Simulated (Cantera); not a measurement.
A freely propagating, adiabatic, planar premixed flame of H₂ : O₂ : N₂ : H₂O = 1 : 0.179 : 0.518 : 0.12 (molar parts), equivalence ratio 2.8, unburnt at 700 K and 41000 Pa; mixture-averaged transport, grid criteria slope 0.08 and curve 0.16, no radiation.

Computed with Cantera and the H2/O2 subset of GRI-Mech 3.0, which has no nitrogen chemistry. Burning velocities carry a grid error of a few per cent, more on coarse grids.

Task: How do the results move with these cheaper or finer settings: unity-Lewis-number transport; multicomponent transport; multicomponent+Soret transport; grid criteria slope 0.5, curve 1; grid criteria slope 0.25, curve 0.5; grid criteria slope 0.03, curve 0.06?

Result: 
| setting | laminar burning velocity | thermal thickness | peak x(H) | peak x(OH) | grid points |
|---|---|---|---|---|---|
| as above | 1060 cm/s | 1.52 mm | 0.102 | 0.00300 | 138 |
| unity-Lewis-number transport | 659 cm/s | 1.37 mm | 0.101 | 0.00300 | 129 |
| multicomponent transport | 1030 cm/s | 1.54 mm | 0.102 | 0.00300 | 138 |
| multicomponent+Soret transport | 1010 cm/s | 1.52 mm | 0.101 | 0.00300 | 139 |
| grid criteria slope 0.5, curve 1 | 1280 cm/s | 2.23 mm | 0.104 | 0.00328 | 52 |
| grid criteria slope 0.25, curve 0.5 | 1140 cm/s | 1.79 mm | 0.103 | 0.00316 | 80 |
| grid criteria slope 0.03, curve 0.06 | 1040 cm/s | 1.46 mm | 0.102 | 0.00300 | 313 |
The base run took roughly 1.5 core-seconds.
Unity Lewis numbers drop preferential diffusion, which matters most where H2 and H carry the flame; Soret adds thermal diffusion.
